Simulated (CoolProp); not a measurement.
Vapour-liquid equilibrium of CF4 (R14) (1) + R13 (2) at 206.1 K; x and y are mole fractions of (1).

Values from CoolProp's multi-fluid Helmholtz-energy mixture model, Platzer 1990 and Platzer 1990; pair parameters Bell 2016. This equation is an older, rougher fit; its heat capacities, sound speeds and derivatives of the liquid may be far off and weren't checked against measurements.

```
x     bubble pressure (kPa)  y at the bubble point  dew pressure at overall composition x (kPa)  liquid density (mol/L)
----  ---------------------  ---------------------  -------------------------------------------  ----------------------
0.05                  306.2                  0.340                                        216.2                   14.05
0.15                  495.1                  0.611                                        240.7                   14.12
0.25                  669.6                  0.729                                        271.3                   14.17
0.35                  832.9                  0.796                                        310.4                   14.20
0.45                  988.6                  0.842                                        362.5                   14.22
0.55                   1141                  0.877                                        434.8                   14.20
0.65                   1293                  0.906                                        541.9                   14.15
0.75                   1452                  0.933                                        714.0                   14.05
0.85                   1623                  0.958                                         1019                   13.89
0.95                   1813                  0.985                                         1565                   13.64
```

No azeotrope shows between x = 0.05 and 0.95.

Pair parameters are fitted to limited data, so mixtures are less certain than the pure fluids. The gap from Raoult's law changes sign with composition, which may be real or a fault of the pair parameters; it wasn't checked against measurements.
